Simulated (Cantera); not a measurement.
## Thermodynamics of silicon etching in halogen gases, feed Si + F₂

A closed system holds: 1 mol Si, a varied amount of F₂, at 873.15 K and 15.8 Torr.

Method: chemical equilibrium by Gibbs-energy minimisation in Cantera with the NASA 1993 tables (ideal gas, pure condensed phases). Candidate condensed phases: Si; 9 gas species. The tables' values for SiF₃ are old estimates; treat these amounts as uncertain. Equilibrium is a limit: real reactors are often held back by kinetics, nucleation or transport.

From 0.56 mol F₂ to 1.6 mol F₂ the condensed part is Si(s). From 2 mol F₂ to 6 mol F₂ nothing is condensed. The main Si-bearing gas is SiF₄ throughout.

```csv
n(F₂) (mol),x SiF₄,x F₂,x F,x SiF₃,x SiF₂,n Si(s)
0.56,1.000,<1e-12,<1e-12,0.000189,1.33e-7,0.720
0.69,1.000,<1e-12,<1e-12,0.000189,1.33e-7,0.655
0.86,1.000,<1e-12,<1e-12,0.000189,1.33e-7,0.570
1.1,1.000,<1e-12,<1e-12,0.000189,1.33e-7,0.450
1.3,1.000,<1e-12,<1e-12,0.000189,1.33e-7,0.350
1.6,1.000,<1e-12,<1e-12,0.000189,1.33e-7,0.200
2,1.00,<1e-12,<1e-12,<1e-12,<1e-12,0
2.5,0.638,0.277,0.0847,<1e-12,<1e-12,0
3.1,0.451,0.442,0.107,<1e-12,<1e-12,0
3.9,0.324,0.556,0.120,<1e-12,<1e-12,0
4.8,0.246,0.626,0.127,<1e-12,<1e-12,0
6,0.187,0.680,0.133,<1e-12,<1e-12,0
```
x: gas mole fraction; n: condensed amount in mol.
